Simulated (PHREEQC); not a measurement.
# Phosphoric acid bath

A solution holds 0.084 mol H3PO4, 0.26 mol HF and 6.4e-05 mol NiSO4 per kg of water, at 71 °C. Closed to the air; pH follows from the charge balance.

Equilibrium calculation in PHREEQC: ion-association model, wateq4f.dat.

Each row changes one thing in this solution. Precipitation was switched off in this run.

```csv
case,pH,ionic strength (mol/kgw),HF (mol/kgw),H3PO4 (mol/kgw),H2F2 (mol/kgw),H2PO4- (mol/kgw),SI of Morenosite (NiSO4:7H2O)
as made,1.70,0.0232,0.211,0.0674,0.0195,0.0166,-7.59
diluted 100-fold with water,2.94,0.00119,0.00207,0.000173,1.86e-6,(withheld),-10.58
HF from 0.26 to 0.026 mol/kgw,1.77,0.0195,0.0249,0.0652,0.000270,0.0188,-7.48
0.0046 mol/kgw NaCl added,1.70,0.0281,0.211,0.0673,0.0195,0.0167,-7.63
HF from 0.26 to 0.286 mol/kgw,1.69,0.0237,0.229,0.0677,(withheld),0.0163,-7.60
HF from 0.26 to 0.39 mol/kgw,1.66,0.0256,0.297,0.0686,0.0385,0.0154,-7.65
diluted 2-fold with water,1.87,0.0152,0.114,0.0309,0.00561,0.0111,(withheld)
```

Question: What belongs in the gaps?

Answer: 
- diluted 100-fold with water, H2PO4- (mol/kgw): 0.000667
- HF from 0.26 to 0.286 mol/kgw, H2F2 (mol/kgw): 0.0229
- diluted 2-fold with water, SI of Morenosite (NiSO4:7H2O): -7.98

Species that the database lacks are ignored. wateq4f.dat counts part of the HF as a dimer, H2F2, which phreeqc.dat doesn't know; its constant is uncertain. H3PO4, which wateq4f.dat lacks, is added to it with the constant of phreeqc.dat. At this temperature some constants are extrapolated from 25 °C, and those without enthalpy data are left unchanged. The database has no phosphate complexes of Ni.
